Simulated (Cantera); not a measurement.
Charge: 1 mol Si, 0.32 mol H2, equilibrated at 800 °C and 1 atm.

These are equilibrium values from Cantera (NASA tables, ideal gas, pure condensed phases), not measurements of a reactor. Candidate condensed phases: Si; 9 gas species. Rates play no part.

Base state: H2 1.000 (mole fractions); condensed: Si(s).

Task: What changes in the equilibrium state with this change: 0.41 mol HCl added?

Result: 
| species | before | after |
|---|---|---|
| H2 | 1.000 | 0.803 |
| SiCl4 | 0 | 0.114 |
| SiHCl3 | 0 | 0.0564 |
| HCl | 0 | 0.0198 |
| SiH2Cl2 | 0 | 0.00326 |
| SiCl3 | 0 | 0.00260 |
| Si(s), mol | 1.00 | 0.890 |
The tables' values for SiCl3 are old estimates; treat these amounts as uncertain.
